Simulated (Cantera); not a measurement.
What does this Cantera script print?

```python
import numpy as np
import cantera as ct

gas = ct.Solution("gri30.yaml")
gas.TPX = 775, 71000, {'CH4': 1, 'O2': 1.67, 'N2': 5.7}
inlet = ct.Reservoir(gas, clone=True)
gas.equilibrate("HP")  # start burning
reactor = ct.IdealGasConstPressureReactor(gas, energy="on", clone=False)
exhaust = ct.Reservoir(gas, clone=True)
tau = [0.024, 0.014, 0.0081, 0.0046, 0.0027, 0.0015, 0.00088, 0.00051, 0.00029, 0.00017, 9.6e-05][0]
for a, b in ((inlet, reactor), (reactor, exhaust)):
    ct.MassFlowController(a, b, mdot=lambda t: reactor.mass / tau)
net = ct.ReactorNet([reactor])
show = ['CH4', 'O2', 'N2O', 'C2H6', 'HCO', 'O']

rows = []
print(f"{'tau/s':>10s}{'T/K':>9s}" + "".join(f"{s:>11s}" for s in show))
for tau in [0.024, 0.014, 0.0081, 0.0046, 0.0027, 0.0015, 0.00088, 0.00051, 0.00029, 0.00017, 9.6e-05]:
    net.initial_time = 0.0
    net.advance(30 * tau)
    before = gas.X
    net.advance(40 * tau)
    drift = np.max(np.abs(gas.X - before) / (gas.X + 1e-9))
    rows.append([gas.T, *gas[show].X, drift])
    print(f"{tau:10.3e}{gas.T:9.1f}" + "".join(f"{x:11.3e}" for x in gas[show].X))
```

It prints:

```
     tau/s      T/K        CH4         O2        N2O       C2H6        HCO          O
 2.400e-02   2460.0  7.157e-06  2.671e-03  8.093e-08  3.983e-12  1.815e-07  9.463e-04
 1.400e-02   2448.5  1.116e-05  3.064e-03  7.883e-08  9.545e-12  2.875e-07  1.088e-03
 8.100e-03   2432.3  1.719e-05  3.615e-03  7.534e-08  2.225e-11  4.664e-07  1.292e-03
 4.600e-03   2410.0  2.658e-05  4.366e-03  7.035e-08  5.200e-11  7.763e-07  1.578e-03
 2.700e-03   2384.1  4.004e-05  5.242e-03  6.488e-08  1.153e-10  1.260e-06  1.919e-03
 1.500e-03   2351.2  6.360e-05  6.383e-03  5.893e-08  2.844e-10  2.156e-06  2.361e-03
 8.800e-04   2319.1  9.860e-05  7.559e-03  5.433e-08  6.743e-10  3.524e-06  2.788e-03
 5.100e-04   2285.7  1.584e-04  8.919e-03  5.075e-08  1.735e-09  5.861e-06  3.199e-03
 2.900e-04   2251.9  2.674e-04  1.060e-02  4.820e-08  5.033e-09  1.002e-05  3.530e-03
 1.700e-04   2220.2  4.570e-04  1.273e-02  4.660e-08  1.539e-08  1.684e-05  3.680e-03
 9.600e-05   2182.1  8.661e-04  1.631e-02  4.513e-08  6.180e-08  2.991e-05  3.564e-03
```

Detailed kinetics in Cantera: GRI-Mech 3.0 (53 species, 325 reactions).
